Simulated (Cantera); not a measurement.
Charge: 1 mol B, 3.9 mol H₂, 68 mol N₂, held at 280 Pa.

Cantera equilibrium calculation (NASA polynomials, part measured and part estimated; ideal gas, pure solids and liquids). Candidate condensed phases: B, BN; 15 gas species. N₂ is the only nitrogen source here; it is nearly inert below about 1500 K, so the nitride shown seldom forms there in practice. Equilibrium is a limit: real reactors are often held back by kinetics, nucleation or transport. All values below are at 1425 K.

Base state: N₂ 0.945, H₂ 0.0546, H 3.01e-5 (mole fractions); condensed: BN(s).

What changes in the equilibrium state with this change: B replaced by BF₃?


```tsv
species	before	after
N₂	0.945	0.932
H₂	0.0546	0.0511
BF₃	0	0.0120
HF	0	0.00477
BF₂	0	0.000182
BHF₂	0	5.86e-5
BF	0	1.03e-5
H	3.01e-5	2.91e-5
BN(s), mol	1.00	0.110
```
The tables' values for BF₂ are old estimates; treat these amounts as uncertain.
